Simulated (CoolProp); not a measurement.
R1336mzz(E) at several states: density (kg/m³) from the reference equation and from simpler models built on Tc = 403.5 K, pc = 2.779 MPa, ω = 0.413; each cubic takes its own stable root.

The numbers come from the reference Helmholtz-energy equation of state, Akasaka 2023 in CoolProp.

| T (K) | p (MPa) | phase | reference |
|---|---|---|---|
| 234.4 | 0.496 | liquid | 1497 |
| 308.8 | 5.7 | liquid | 1318 |
| 210.1 | 2.76 | liquid | 1558 |

**Question.** How far does each simpler model (van der Waals, Redlich-Kwong, Peng-Robinson) lie from the reference over these 3 states: mean and median of the absolute difference, and the worst?

**Answer.** 
- van der Waals: mean 41.9 %, median 42.6 %, worst -43.2 % at 234.4 K and 0.496 MPa
- Redlich-Kwong: mean 16.0 %, median 16.2 %, worst -16.2 % at 234.4 K and 0.496 MPa
- Peng-Robinson: mean 1.0 %, median 1.0 %, worst -1.5 % at 210.1 K and 2.76 MPa
